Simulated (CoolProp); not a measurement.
Properties of methanol along the isobar 10600 kPa.

Model: reference Helmholtz-energy equation of state, de Reuck 1993, in CoolProp.

```tsv
T (°C)	phase	density (kg/m³)	speed of sound (m/s)	expansivity (1/kK)	viscosity (µPa s)	conductivity (mW/(m K))
-5.45	liquid	823.3	1260	1.090	942	211
9.75	liquid	809.7	1211	1.098	729	208
24.95	liquid	796.2	1164	1.114	579	205
40.25	liquid	782.6	1120	1.142	469	202
55.45	liquid	768.9	1077	1.185	388	200
70.65	liquid	754.8	1035	1.244	326	197
85.95	liquid	740.2	992.5	1.323	277	194
101.15	liquid	724.9	949.2	1.425	?	191
116.45	liquid	708.6	903.6	1.556	206	188
131.65	liquid	691.2	855.7	1.723	180	185
146.85	liquid	672.3	804.4	1.938	157	182
162.15	liquid	651.3	748.6	2.226	137	179
177.35	liquid	627.8	688.4	?	120	176
192.55	liquid	600.9	622.6	3.189	104	?
207.85	liquid	568.7	549.3	4.097	89.0	?
223.05	liquid	528.3	465.1	5.809	75.1	167
```

Q: What belongs in the gaps?

A: 
- 101.15, viscosity (µPa s): 238
- 177.35, expansivity (1/kK): 2.619
- 192.55, conductivity (mW/(m K)): 173
- 207.85, conductivity (mW/(m K)): 170

Viscosity comes from a separate model (Xiang 2006). Thermal conductivity comes from a separate model (Sykioti 2013).
